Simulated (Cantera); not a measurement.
Cantera run, input and output.

```python
import numpy as np
import cantera as ct

gas = ct.Solution("gri30.yaml")
gas.TPX = 1373, 17, {'C3H8': 0.35, 'H2': 1.5}
reactor = ct.IdealGasConstPressureReactor(gas, energy="off", clone=False)
net = ct.ReactorNet([reactor])
net.rtol, net.atol = 1e-08, 1e-18
show = ['C3H8', 'H2', 'C2H6', 'H', 'CH4', 'C2H', 'C2H2']
times = np.geomspace(0.0004, 70, 13)

steps = ct.SolutionArray(gas, extra=["t"])
rows = []
print(f"{'t/s':>10s}{'T/K':>9s}{'P/Pa':>11s}" + "".join(f"{s:>11s}" for s in show))
for t in times:
    while net.time < t:
        t_next = net.step()
        steps.append(gas.state, t=t_next)
    rows.append([np.interp(t, steps.t, y) for y in (steps.T, steps.P, *steps(*show).X.T)])
    print(f"{t:10.3e}{rows[-1][0]:9.1f}{rows[-1][1]:11.4g}" + "".join(f"{x:11.3e}" for x in rows[-1][2:]))
rate = np.gradient(steps.T, steps.t)
print("integrator steps:", len(steps.t))
if steps.T.max() > steps.T[0] + 200:
    print(f"time of steepest temperature rise: {steps.t[rate.argmax()]:.4e} s")
gas.TPX = 1373, 17, {'C3H8': 0.35, 'H2': 1.5}
gas.equilibrate("TP")
print(f"equilibrium (TP): T = {gas.T:.1f} K  " + "  ".join(f"{s} {gas[s].X[0]:.3e}" for s in show))
```

It prints:

```
       t/s      T/K       P/Pa       C3H8         H2       C2H6          H        CH4        C2H       C2H2
 4.000e-04   1373.0         17  1.890e-01  8.107e-01  1.018e-06  6.733e-06  3.187e-06  1.571e-20  3.797e-12
 1.094e-03   1373.0         17  1.886e-01  8.104e-01  7.257e-06  2.977e-05  2.397e-05  3.126e-18  1.306e-10
 2.992e-03   1373.0         17  1.872e-01  8.095e-01  4.737e-05  9.045e-05  1.938e-04  8.054e-16  9.823e-09
 8.181e-03   1373.0         17  1.817e-01  8.056e-01  2.445e-04  2.199e-04  1.744e-03  1.778e-13  8.416e-07
 2.237e-02   1373.0         17  1.575e-01  7.882e-01  8.130e-04  5.668e-04  1.494e-02  2.811e-11  4.961e-05
 6.119e-02   1373.0         17  6.572e-02  7.232e-01  1.601e-03  1.776e-03  8.482e-02  4.565e-09  2.346e-03
 1.673e-01   1373.0         17  1.023e-03  6.839e-01  4.623e-04  1.782e-03  1.561e-01  6.071e-08  2.928e-02
 4.576e-01   1373.0         17  1.034e-05  6.910e-01  1.147e-04  4.885e-04  1.597e-01  2.837e-08  5.044e-02
 1.251e+00   1373.0         17  7.233e-08  6.959e-01  3.982e-05  1.710e-04  1.583e-01  1.248e-08  6.381e-02
 3.422e+00   1373.0         17  1.044e-09  6.999e-01  1.265e-05  6.871e-05  1.565e-01  5.883e-09  7.531e-02
 9.360e+00   1373.0         17  1.194e-10  7.037e-01  3.330e-06  3.089e-05  1.545e-01  3.033e-09  8.685e-02
 2.560e+01   1373.0         17  3.012e-11  7.081e-01  1.093e-06  1.778e-05  1.522e-01  2.001e-09  1.002e-01
 7.000e+01   1373.0         17  2.253e-11  7.140e-01  1.025e-06  1.874e-05  1.490e-01  2.463e-09  1.180e-01
integrator steps: 1091
equilibrium (TP): T = 1373.0 K  C3H8 1.339e-16  H2 8.186e-01  C2H6 9.851e-11  H 2.326e-04  CH4 2.028e-04  C2H 4.091e-08  C2H2 1.809e-01
```

Computed with Cantera and GRI-Mech 3.0 (53 species, 325 reactions). GRI-Mech 3.0 was tuned for natural gas; its chemistry of propane as a main component is partial and can be far from experiment. GRI-Mech 3.0 stops at C3 and has no aromatics, soot or wall deposition, so with more carbon than oxygen in the feed, carbon stays in small species such as C2H2 where larger ones or solid carbon would form. Radical loss at walls, strong at low pressure, is not modelled.
